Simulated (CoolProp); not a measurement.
A single-stage vapour-compression cycle with R134a: evaporating at 209.15 K (dew point), condensing at 268.15 K (bubble point), superheat 10 K, subcooling 0 K, compressor efficiency 0.85, no pressure losses. Each further row changes one setting.

Computed with CoolProp (reference Helmholtz-energy equation of state, Tillner-Roth 1994).

```tsv
case	cooling COP	pressure ratio	discharge temperature (K)	refrigerating effect (kJ/kg)	volumetric capacity (kJ/m³)
as stated	2.35	20.0	317.3	172	119
evaporating temperature 214.15 K	2.70	14.3	311.9	176	165
condensing temperature 263.15 K	2.64	16.5	310.5	179	123
subcooling 5 K	2.45	20.0	317.3	179	123
superheat 20 K	2.35	20.0	328.6	179	118
compressor efficiency 0.75	2.08	20.0	328.0	172	119
```
